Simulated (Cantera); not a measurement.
Charge: 1 mol Al(CH3)3, 2.9 mol N2, 220 mol H2, held at 45.0 Pa.

Method: chemical equilibrium by Gibbs-energy minimisation in Cantera with the NASA 1993 tables (ideal gas, pure condensed phases). Candidate condensed phases: Al, AlN, C, C6H6, C7H8, C8H18; 97 gas species. The feed counts by its element totals alone. Equilibrium is a limit: real reactors are often held back by kinetics, nucleation or transport.

### Question
Which condensed phases are stable at each of these points (T (K)): 975, 1075, 1175, 1275, 1375, 1475, 1575, 1675, 1775, 1875, 1975, 2075, 2175?

### Answer
```json
[
 {"T (K)": "975", "condensed phases": "AlN(s) + C(graphite)", "Al condensed (%)": "100.0"},
 {"T (K)": "1075", "condensed phases": "AlN(s) + C(graphite)", "Al condensed (%)": "100.0"},
 {"T (K)": "1175", "condensed phases": "AlN(s) + C(graphite)", "Al condensed (%)": "100.0"},
 {"T (K)": "1275", "condensed phases": "AlN(s) + C(graphite)", "Al condensed (%)": "100.0"},
 {"T (K)": "1375", "condensed phases": "AlN(s) + C(graphite)", "Al condensed (%)": "100.0"},
 {"T (K)": "1475", "condensed phases": "AlN(s) + C(graphite)", "Al condensed (%)": "99.4"},
 {"T (K)": "1575", "condensed phases": "AlN(s) + C(graphite)", "Al condensed (%)": "83.6"},
 {"T (K)": "1675", "condensed phases": "C(graphite)", "Al condensed (%)": "0.0"},
 {"T (K)": "1775", "condensed phases": "C(graphite)", "Al condensed (%)": "0.0"},
 {"T (K)": "1875", "condensed phases": "C(graphite)", "Al condensed (%)": "0.0"},
 {"T (K)": "1975", "condensed phases": "C(graphite)", "Al condensed (%)": "0.0"},
 {"T (K)": "2075", "condensed phases": "C(graphite)", "Al condensed (%)": "0.0"},
 {"T (K)": "2175", "condensed phases": "C(graphite)", "Al condensed (%)": "0.0"}
]
```

From 975 K to 1575 K the condensed part is AlN(s) + C(graphite). From 1675 K to 2175 K the condensed part is C(graphite).
